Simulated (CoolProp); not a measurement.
Saturation properties of dodecamethylcyclohexasiloxane (D6).

Model: reference Helmholtz-energy equation of state, Colonna 2008, in CoolProp. It is a short technical equation, of lower accuracy than the large ones.

```tsv
T (°C)	p (MPa)	liquid density (kg/m³)	vapour density (kg/m³)	liquid cp (kJ/(kg K))	surface tension (mN/m)
24.15	3.032e-6	969.1	0.0005458	1.576	19.1
27.75	4.262e-6	965.2	0.0007580	1.582	18.8
31.35	5.929e-6	961.2	0.001042	1.588	18.5
34.95	8.167e-6	957.3	0.001419	1.594	18.2
38.55	1.114e-5	953.3	0.001913	1.600	17.9
42.15	1.506e-5	949.4	0.002557	1.606	17.5
45.75	2.019e-5	945.4	0.003388	1.613	17.2
49.35	2.682e-5	941.4	0.004451	1.619	16.9
52.95	3.535e-5	937.5	0.005802	1.626	16.6
56.55	4.623e-5	933.5	0.007504	1.633	16.3
60.25	6.042e-5	929.4	0.009700	1.640	16.0
63.85	7.783e-5	925.4	0.01236	1.647	15.7
67.45	9.954e-5	921.4	0.01564	1.654	15.5
71.05	0.0001265	917.5	0.01967	1.661	15.2
74.65	0.0001596	913.5	0.02457	1.668	14.9
```

It boils at 245.0 °C under 1 atm.

Surface tension comes from a separate correlation (Mulero 2014).
